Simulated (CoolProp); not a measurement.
Sulfur dioxide along the isobar 9.61 bar: fugacity coefficient from the reference equation and from simpler models built on Tc = 430.6 K, pc = 78.87 bar, ω = 0.256; each cubic takes its own stable root.

Model: reference Helmholtz-energy equation of state, Gao 2016, in CoolProp.

```tsv
T (K)	phase	reference
317.9	liquid	0.6866
322.6	liquid	0.7767
332	gas	0.8942
336.6	gas	0.8995
341.3	gas	0.9045
346	gas	0.9091
350.7	gas	0.9134
355.4	gas	0.9175
360	gas	0.9212
364.7	gas	0.9248
369.4	gas	0.9281
```

Question: How far does each simpler model (van der Waals, Redlich-Kwong, Peng-Robinson) lie from the reference over these 11 states: mean and median of the absolute difference, and the worst?

Answer: 
- van der Waals: mean 7.5 %, median 3.3 %, worst +34.9 % at 317.9 K and 9.61 bar
- Redlich-Kwong: mean 5.6 %, median 1.6 %, worst +31.6 % at 317.9 K and 9.61 bar
- Peng-Robinson: mean 0.4 %, median 0.4 %, worst +0.8 % at 332 K and 9.61 bar

At some of these states van der Waals, Redlich-Kwong gives the other phase, because its saturation line lies elsewhere.
